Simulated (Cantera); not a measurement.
**Reactions in the system O-Pb-S**

Cantera with NASA thermochemical tables; ideal gases at 1 bar, condensed phases pure. Values are per mole of reaction as written; species without (g) are pure solids or liquids, kept so even where they would boil at 1 bar.

3 Pb(g) + SO3(g) ⇌ S + 3 PbO

```csv
T (K),ΔH° (kJ),ΔS° (J/K),ΔG° (kJ),log10 K,condensed phases
575,-827.7,-504.3,-537.7,48.85,"S(l), PbO(red)"
625,-824.1,-498.3,-512.7,42.85,"S(l), PbO(red)"
675,-820.6,-492.9,-487.9,37.75,"S(l), PbO(red)"
725,-817.2,-488.1,-463.4,33.38,"S(l), PbO(red)"
775,-813.4,-483.0,-439.1,29.59,"S(l), PbO(yellow)"
825,-810.4,-479.2,-415.0,26.28,"S(l), PbO(yellow)"
875,-807.2,-475.5,-391.2,23.35,"S(l), PbO(yellow)"
925,-803.9,-471.8,-367.5,20.75,"S(l), PbO(yellow)"
975,-800.5,-468.2,-344.0,18.43,"S(l), PbO(yellow)"
1025,-797.1,-464.9,-320.7,16.34,"S(l), PbO(yellow)"
```
